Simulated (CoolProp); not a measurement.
Computed with CoolProp (reference Helmholtz-energy equation of state, Lemmon 2006). It is a short technical equation, of lower accuracy than the large ones.

Give the vapour pressure (bar), liquid density (kg/m³), vapour density (kg/m³), enthalpy of vaporisation (kJ/kg) of saturated CH3F (R41) at -72.15, -16.85, 1.55 °C.


```csv
T (°C),p (bar),liquid density (kg/m³),vapour density (kg/m³),enthalpy of vaporisation (kJ/kg)
-72.15,1.41,868,3.03,479
-16.85,12.5,732,25.2,378
1.55,21.3,673,44.6,328
```
